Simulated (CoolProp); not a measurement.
R1336mzz(E) along the isobar 5.7 MPa: density (kg/m³) from the reference equation and from simpler models built on Tc = 130.4 °C, pc = 2.779 MPa, ω = 0.413; each cubic takes its own stable root.

Computed with CoolProp (reference Helmholtz-energy equation of state, Akasaka 2023).

| T (°C) | phase | reference |
|---|---|---|
| -65.95 | liquid | 1569 |
| -50.55 | liquid | 1534 |
| -35.05 | liquid | 1498 |
| -19.65 | liquid | 1462 |
| -4.15 | liquid | 1424 |
| 11.35 | liquid | 1384 |
| 26.75 | liquid | 1343 |
| 42.25 | liquid | 1299 |
| 57.75 | liquid | 1251 |
| 73.15 | liquid | 1200 |
| 88.65 | liquid | 1143 |
| 104.15 | liquid | 1078 |
| 119.55 | liquid | 1005 |
| 135.05 | supercritical | 916.9 |

**Question.** How far does each simpler model (van der Waals, Redlich-Kwong, Soave-Redlich-Kwong) lie from the reference over these 14 states: mean and median of the absolute difference, and the worst?

**Answer.** 
- van der Waals: mean 39.0 %, median 40.0 %, worst -42.1 % at -65.95 °C and 5.7 MPa
- Redlich-Kwong: mean 16.3 %, median 16.2 %, worst -17.5 % at 104.15 °C and 5.7 MPa
- Soave-Redlich-Kwong: mean 12.9 %, median 12.2 %, worst -17.5 % at 135.05 °C and 5.7 MPa
